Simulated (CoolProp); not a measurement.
Hexamethyldisiloxane (MM) at several states: Z from the reference equation and from simpler models built on Tc = 518.7 K, pc = 1931 kPa, ω = 0.418; each cubic takes its own stable root.

Model: reference Helmholtz-energy equation of state, Thol 2016, in CoolProp.

```json
[
 {"T (K)": "575.1", "p (kPa)": "25.1", "phase": "gas", "reference": "0.9968", "van der Waals": "0.9970", "Redlich-Kwong": "0.9967", "Soave-Redlich-Kwong": "0.9970", "Peng-Robinson": "0.9966"},
 {"T (K)": "493.7", "p (kPa)": "18.9", "phase": "gas", "reference": "0.9958", "van der Waals": "0.9967", "Redlich-Kwong": "0.9961", "Soave-Redlich-Kwong": "0.9960", "Peng-Robinson": "0.9956"},
 {"T (K)": "258.7", "p (kPa)": "286", "phase": "liquid", "reference": "0.02696", "van der Waals": "0.04518", "Redlich-Kwong": "0.03045", "Soave-Redlich-Kwong": "0.02933", "Peng-Robinson": "0.02610"},
 {"T (K)": "334.8", "p (kPa)": "5500", "phase": "liquid", "reference": "0.4389", "van der Waals": "0.6950", "Redlich-Kwong": "0.4864", "Soave-Redlich-Kwong": "0.4659", "Peng-Robinson": "0.4141"},
 {"T (K)": "269.1", "p (kPa)": "1730", "phase": "liquid", "reference": "0.1585", "van der Waals": "0.2627", "Redlich-Kwong": "0.1784", "Soave-Redlich-Kwong": "0.1717", "Peng-Robinson": "0.1528"}
]
```
